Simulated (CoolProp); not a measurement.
Vapour-liquid equilibrium of CH2F2 (R32) (1) + n-butane (2) at 275.2 K; x and y are mole fractions of (1).

Computed with CoolProp (multi-fluid Helmholtz-energy mixture model, Tillner-Roth 1997 and Bücker 2006; pair parameters Bell 2016).

```json
[
 {"x": "0.05", "bubble pressure (bar)": "3.121", "y at the bubble point": "0.636", "dew pressure at overall composition x (bar)": "1.175", "liquid density (mol/L)": "10.53"},
 {"x": "0.125", "bubble pressure (bar)": "5.297", "y at the bubble point": "0.785", "dew pressure at overall composition x (bar)": "1.278", "liquid density (mol/L)": "10.89"},
 {"x": "0.2", "bubble pressure (bar)": "6.664", "y at the bubble point": "0.831", "dew pressure at overall composition x (bar)": "1.401", "liquid density (mol/L)": "11.27"},
 {"x": "0.275", "bubble pressure (bar)": "7.452", "y at the bubble point": "0.851", "dew pressure at overall composition x (bar)": "1.550", "liquid density (mol/L)": "11.69"},
 {"x": "0.35", "bubble pressure (bar)": "7.865", "y at the bubble point": "0.860", "dew pressure at overall composition x (bar)": "1.732", "liquid density (mol/L)": "12.14"},
 {"x": "0.425", "bubble pressure (bar)": "8.061", "y at the bubble point": "0.865", "dew pressure at overall composition x (bar)": "1.962", "liquid density (mol/L)": "12.64"},
 {"x": "0.5", "bubble pressure (bar)": "8.152", "y at the bubble point": "0.868", "dew pressure at overall composition x (bar)": "2.261", "liquid density (mol/L)": "13.20"},
 {"x": "0.575", "bubble pressure (bar)": "8.208", "y at the bubble point": "0.870", "dew pressure at overall composition x (bar)": "2.666", "liquid density (mol/L)": "13.83"},
 {"x": "0.65", "bubble pressure (bar)": "8.273", "y at the bubble point": "0.872", "dew pressure at overall composition x (bar)": "3.244", "liquid density (mol/L)": "14.56"},
 {"x": "0.725", "bubble pressure (bar)": "8.366", "y at the bubble point": "0.878", "dew pressure at overall composition x (bar)": "4.137", "liquid density (mol/L)": "15.42"},
 {"x": "0.8", "bubble pressure (bar)": "8.493", "y at the bubble point": "0.889", "dew pressure at overall composition x (bar)": "5.677", "liquid density (mol/L)": "16.42"},
 {"x": "0.875", "bubble pressure (bar)": "8.633", "y at the bubble point": "0.910", "dew pressure at overall composition x (bar)": "8.320", "liquid density (mol/L)": "17.61"},
 {"x": "0.95", "bubble pressure (bar)": "8.722", "y at the bubble point": "0.952", "dew pressure at overall composition x (bar)": "1.967", "liquid density (mol/L)": "19.04"}
]
```

No azeotrope shows between x = 0.05 and 0.95.

The pair parameters rest on a limited set of measurements; away from them the model extrapolates. With so large a gap from Raoult's law the liquid may split in two, which this calculation doesn't test in full.
